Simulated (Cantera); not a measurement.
# Thermodynamics of silicon epitaxy and polysilicon growth, feed SiHCl3 + HCl + H2

Charge: 1 mol SiHCl3, 0.5 mol HCl, 17 mol H2, held at 10.0 Torr.

Method: chemical equilibrium by Gibbs-energy minimisation in Cantera with the NASA 1993 tables (ideal gas, pure condensed phases). Candidate condensed phases: Si; 19 gas species. The tables' values for SiCl3, SiCl are old estimates; treat these amounts as uncertain. Equilibrium is a limit: real reactors are often held back by kinetics, nucleation or transport.

| T (K) | x H2 | x HCl | x SiCl2 | x SiCl4 | x SiHCl3 | x SiCl3 | n Si(s) |
|---|---|---|---|---|---|---|---|
| 1025 | 0.926 | 0.0314 | 0.00189 | 0.0307 | 0.00779 | 0.00167 | 0.208 |
| 1075 | 0.916 | 0.0440 | 0.00413 | 0.0262 | 0.00678 | 0.00261 | 0.247 |
| 1125 | 0.904 | 0.0583 | 0.00798 | 0.0206 | 0.00554 | 0.00365 | 0.281 |
| 1175 | 0.891 | 0.0727 | 0.0136 | 0.0143 | 0.00414 | 0.00446 | 0.300 |
| 1225 | 0.879 | 0.0851 | 0.0201 | 0.00856 | 0.00276 | 0.00466 | 0.304 |
| 1275 | 0.870 | 0.0936 | 0.0261 | 0.00437 | 0.00164 | 0.00419 | 0.296 |
| 1325 | 0.865 | 0.0983 | 0.0306 | 0.00199 | 0.000898 | 0.00335 | 0.284 |
| 1375 | 0.862 | 0.100 | 0.0336 | 0.000866 | 0.000475 | 0.00252 | 0.271 |
| 1425 | 0.861 | 0.101 | 0.0356 | 0.000378 | 0.000253 | 0.00185 | 0.259 |
| 1475 | 0.861 | 0.101 | 0.0370 | 0.000169 | 0.000137 | 0.00136 | 0.247 |
| 1525 | 0.861 | 0.1000 | 0.0380 | 7.90e-5 | 7.69e-5 | 0.00101 | 0.236 |
| 1575 | 0.861 | 0.0993 | 0.0388 | 3.84e-5 | 4.45e-5 | 0.000755 | 0.226 |
x: gas mole fraction; n: condensed amount in mol.

From 1025 K to 1575 K the condensed part is Si(s). The main Si-bearing gas is SiCl4 at 1025 K and SiCl2 at 1575 K. The share of Si in condensed phases is highest at 1225 K (30.4 %) and lowest at 1025 K (20.8 %).
